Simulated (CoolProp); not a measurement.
Model: reference Helmholtz-energy equation of state, Penoncello 2003, in CoolProp.

Q: For CHF3 (R23), give the phase and the isothermal compressibility (1/MPa), Prandtl number at 271.7 K and 5.32 bar; 299.3 K and 5.32 bar.

A: 
- 271.7 K and 5.32 bar: gas; isothermal compressibility 2.00, Prandtl number 0.808
- 299.3 K and 5.32 bar: gas; isothermal compressibility 1.96, Prandtl number 0.810

Viscosity comes from a separate model (Shan 2000). Thermal conductivity comes from a separate model (Shan 2000).
